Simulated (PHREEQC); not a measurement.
# Nickel, zinc or cadmium bath (model solution)

Make-up at 25 °C: 0.01 mol ZnSO4, 0.00014 mol KCl and 0.14 mol HCl per kg of water. Closed to the air; pH follows from the charge balance.

Computed with PHREEQC (ion-association model, wateq4f.dat).

Precipitation was switched off in this run.

Predict the pH, ionic strength.

pH 0.97; ionic strength 0.161 mol/kgw.

In which forms is Zn present?

Zn+2 84 %, ZnCl+ 11 %, ZnSO4 3.7 %, ZnCl2 0.8 % of the Zn.

Complexes and solids missing from the database can't appear.
